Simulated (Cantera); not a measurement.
A perfectly stirred reactor is fed with 3.29 % H2, 96.7 % O2, at 1330 Pa; it is held at 1125 K, and followed from long to short residence time.

Model: the H2/O2 subset of GRI-Mech 3.0, which has no nitrogen chemistry, integrated in Cantera. Radical loss at walls, strong at low pressure, is not modelled.

Problem. Predict: x(H2) at τ = 7.90 s; x(O2) at τ = 7.90 s; x(O) at τ = 7.90 s; x(H2O2) at τ = 7.90 s; x(HO2) at τ = 7.90 s; x(H2) at τ = 0.240 s; x(O2) at τ = 0.240 s; x(O) at τ = 0.240 s; x(H2O2) at τ = 0.240 s; x(HO2) at τ = 0.240 s.

Solution. 
* **x(H2) at τ = 7.90 s**: 4.66e-5
* **x(O2) at τ = 7.90 s**: 0.966
* **x(O) at τ = 7.90 s**: 0.000616
* **x(H2O2) at τ = 7.90 s**: 4.08e-8
* **x(HO2) at τ = 7.90 s**: 6.99e-7
* **x(H2) at τ = 0.240 s**: 0.000352
* **x(O2) at τ = 0.240 s**: 0.961
* **x(O) at τ = 0.240 s**: 0.00520
* **x(H2O2) at τ = 0.240 s**: 7.10e-8
* **x(HO2) at τ = 0.240 s**: 2.18e-6
